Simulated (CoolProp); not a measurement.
Vapour pressure (kPa) of CHF3 (R23): the reference equation beside estimates from Tc = 26.1 °C, pc = 4832 kPa, ω = 0.263. Clausius-Clapeyron is anchored at -71.75 °C with a constant enthalpy of vaporisation of 16.15 kJ/mol.

The numbers come from the reference Helmholtz-energy equation of state, Penoncello 2003 in CoolProp.

| T (°C) | reference | Clausius-Clapeyron | van der Waals |
|---|---|---|---|
| -76.55 | 137.6 | 140.0 | 694.6 |
| -71.75 | 177.2 | 177.2 | 789.5 |
| -66.85 | 226.3 | 222.9 | 894.9 |
| -61.95 | 285.4 | 277.3 | 1009 |
| -57.05 | 355.6 | 341.6 | 1132 |
| -52.25 | 436.5 | 415.2 | 1262 |
| -47.35 | 532.8 | 502.6 | 1404 |
| -42.45 | 644.5 | 603.3 | 1556 |
| -37.65 | 770.2 | 716.3 | 1715 |

Absolute difference from the reference over all 9 rows, mean and median: Clausius-Clapeyron 3.8 and 3.9 %, van der Waals 237.2 and 218.3 %.
